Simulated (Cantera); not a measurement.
## Moist CO burnout

An isothermal, constant-pressure homogeneous reactor starts with 0.525 % CO, 1.18 % O2, 7.70 % H2O, 90.6 % N2, at 1150 K and 10.0 bar.

Computed with Cantera and GRI-Mech 3.0 (53 species, 325 reactions).

```
t (s)         x CO     x O2   x H2O    x HO2     x CO2
--------  --------  -------  ------  -------  --------
0.000700   0.00525   0.0118  0.0770  4.40e-8   1.43e-7
0.00141    0.00525   0.0118  0.0770  1.79e-7   7.74e-7
0.00282    0.00525   0.0118  0.0770  1.56e-6   9.31e-6
0.00566    0.00509   0.0117  0.0770  6.39e-6  0.000170
0.0114     0.00464   0.0115  0.0770  6.28e-6  0.000617
0.0228     0.00390   0.0111  0.0770  5.73e-6   0.00136
0.0458     0.00285   0.0106  0.0771  4.70e-6   0.00241
0.0920     0.00172   0.0100  0.0771  3.30e-6   0.00354
0.185     0.000823  0.00959  0.0772  1.95e-6   0.00444
0.371     0.000299  0.00933  0.0772  9.44e-7   0.00497
0.744      7.29e-5  0.00921  0.0772  3.34e-7   0.00520
1.49       7.77e-6  0.00918  0.0772  5.20e-8   0.00526
3.00       7.16e-9  0.00917  0.0772  1.23e-9   0.00527
```
x: mole fraction; the columns are a selection and need not sum to one.

Equilibrium at this temperature and pressure: CO 8.95e-11, O2 0.00916, H2O 0.0772, HO2 1.12e-9, CO2 0.00527 (gas phase only).
